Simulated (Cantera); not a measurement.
Input: 1 mol CuO, 5.7 mol NF₃, 11 mol O₂, equilibrated at 1100 K and 0.0225 Torr.

Method: chemical equilibrium by Gibbs-energy minimisation in Cantera with the NASA 1993 tables (ideal gas, pure condensed phases). Candidate condensed phases: Cu, CuF₂, CuO, Cu₂O; 22 gas species. Kinetics and transport are ignored.

Base state: F 0.496, O₂ 0.378, N₂ 0.0936, CuF₂ 0.0328, F₂ 0.000126, NO 3.93e-5 (mole fractions); condensed: gas only.

Question: What changes in the equilibrium state with this change: temperature from 1100 K to 1548 K?

Answer: 
```csv
species,before,after
F,0.496,0.503
O₂,0.378,0.371
N₂,0.0936,0.0918
CuF₂,0.0328,0.0175
CuF,6.59e-7,0.0148
O,2.80e-7,0.000849
F₂,0.000126,6.74e-7
NO,3.93e-5,0.000697
```

Question: What changes in the equilibrium state with this change: temperature from 1100 K to 1398 K?

Answer: 
| species | before | after |
|---|---|---|
| F | 0.496 | 0.497 |
| O₂ | 0.378 | 0.377 |
| N₂ | 0.0936 | 0.0933 |
| CuF₂ | 0.0328 | 0.0312 |
| CuF | 6.59e-7 | 0.00160 |
| O | 2.80e-7 | 0.000103 |
| F₂ | 0.000126 | 2.64e-6 |
| NO | 3.93e-5 | 0.000330 |

Question: What changes in the equilibrium state with this change: temperature from 1100 K to 1848 K?

Answer: 
| species | before | after |
|---|---|---|
| F | 0.496 | 0.507 |
| O₂ | 0.378 | 0.351 |
| N₂ | 0.0936 | 0.0886 |
| CuF₂ | 0.0328 | 0.000517 |
| CuF | 6.59e-7 | 0.0305 |
| O | 2.80e-7 | 0.0205 |
| Cu | <1e-9 | 0.000458 |
| F₂ | 0.000126 | 8.25e-8 |
